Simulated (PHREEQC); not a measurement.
Dissolve 0.00076 mol/kgw AgNO3 at 20 °C. Closed to the air; pH follows from the charge balance.

Computed with PHREEQC (ion-association model, wateq4f.dat).

No solid was allowed to form.

Task: Estimate the pH.

Result: pH 7.06.
